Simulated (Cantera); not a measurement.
An isothermal, constant-pressure homogeneous reactor starts with CH4 : CO2 : H2 = 1 : 1.1 : 1.1 (molar parts), at 1525 K and 13300 Pa. Integrator tolerance rtol = 1e-08.

Cantera simulation using GRI-Mech 3.0 (53 species, 325 reactions); the numbers are that mechanism's predictions, not measurements.

What does this change do: pressure from 13300 Pa to 460000 Pa?


| quantity | before | after |
|---|---|---|
| x(CH4) at 6.00 s | 0.0378 (gas-phase equilibrium 2.92e-7) | 0.101 (gas-phase equilibrium 0.000340) |
| x(CO2) at 6.00 s | 0.0463 (gas-phase equilibrium 0.00392) | 0.0431 (gas-phase equilibrium 0.00399) |
| x(H2) at 6.00 s | 0.389 (gas-phase equilibrium 0.581) | 0.377 (gas-phase equilibrium 0.580) |
| x(CH2) at 6.00 s | 1.18e-8 (gas-phase equilibrium <1e-12) | 8.29e-10 (gas-phase equilibrium 1.25e-12) |
| x(CH2CO) at 6.00 s | 2.39e-5 (gas-phase equilibrium 4.60e-12) | 5.34e-6 (gas-phase equilibrium 5.36e-9) |
